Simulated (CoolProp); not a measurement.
A simple Rankine cycle with chlorine: condensing at 317.15 K, boiler at 5.56 MPa, turbine inlet 435.4 K, turbine efficiency 0.85, pump efficiency 0.8, no recuperator. Each further row changes one setting.

The numbers come from the reference Helmholtz-energy equation of state, Thol 2021 in CoolProp.

```
case                             thermal efficiency (%)  net work (kJ/kg)  heat in (kJ/kg)  turbine exit temperature (K)  volume ratio over the turbine
-------------------------------  ----------------------  ----------------  ---------------  ----------------------------  -----------------------------
as stated                                          14.5              38.1              262                         317.2                     (withheld)
condensing temperature 309.15 K                    15.9              42.9              270                         309.1                           4.19
boiler pressure 3.89 MPa                     (withheld)              34.1       (withheld)                    (withheld)                           2.53
turbine efficiency 0.75                      (withheld)              33.2              262                         317.2                     (withheld)
```

Question: What belongs in the gaps?

Answer: 
- as stated, volume ratio over the turbine: 3.51
- boiler pressure 3.89 MPa, thermal efficiency (%): 12.2
- boiler pressure 3.89 MPa, heat in (kJ/kg): 279
- boiler pressure 3.89 MPa, turbine exit temperature (K): 338.0
- turbine efficiency 0.75, thermal efficiency (%): 12.6
- turbine efficiency 0.75, volume ratio over the turbine: 3.59

The expansion ends wet for: as stated; condensing temperature 309.15 K; turbine efficiency 0.75.
